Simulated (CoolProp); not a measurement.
Sulfur dioxide at several states: density (kg/m³) from the reference equation and from simpler models built on Tc = 430.6 K, pc = 7.887 MPa, ω = 0.256; each cubic takes its own stable root.

Computed with CoolProp (reference Helmholtz-energy equation of state, Gao 2016).

```csv
T (K),p (MPa),phase,reference,ideal gas,van der Waals,Redlich-Kwong,Peng-Robinson
397.8,2.28,gas,51.92,44.16,49.92,51.16,52.20
413.4,0.0197,gas,0.3675,0.3672,0.3675,0.3675,0.3676
466.8,0.108,gas,1.789,1.783,1.789,1.789,1.790
387.1,0.0136,gas,0.2709,0.2707,0.2709,0.2709,0.2709
524.7,3.6,gas,57.48,52.87,57.97,58.05,58.12
```
